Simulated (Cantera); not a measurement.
A perfectly stirred reactor is fed with CH2O : O2 : N2 = 0.022 : 0.0028 : 4 (molar parts), equivalence ratio 7.9, at 2.76 atm; it is held at 1323 K, and followed from long to short residence time.

Detailed kinetics in Cantera: GRI-Mech 3.0 (53 species, 325 reactions).

Predict: x(CH2O) at τ = 7.30 s; x(O2) at τ = 7.30 s; x(CH3) at τ = 7.30 s; x(NO) at τ = 7.30 s; x(CH2O) at τ = 37.0 ms; x(O2) at τ = 37.0 ms; x(HCO) at τ = 37.0 ms; x(CH3) at τ = 37.0 ms; x(NO) at τ = 37.0 ms.


```json
{
  "x(CH2O) at τ = 7.30 s": "1.71e-7",
  "x(O2) at τ = 7.30 s": "9.62e-7",
  "x(CH3) at τ = 7.30 s": "1.85e-9",
  "x(NO) at τ = 7.30 s": "1.96e-9",
  "x(CH2O) at τ = 37.0 ms": "3.47e-6",
  "x(O2) at τ = 37.0 ms": "1.90e-5",
  "x(HCO) at τ = 37.0 ms": "2.98e-8",
  "x(CH3) at τ = 37.0 ms": "3.99e-8",
  "x(NO) at τ = 37.0 ms": "3.83e-8"
}
```
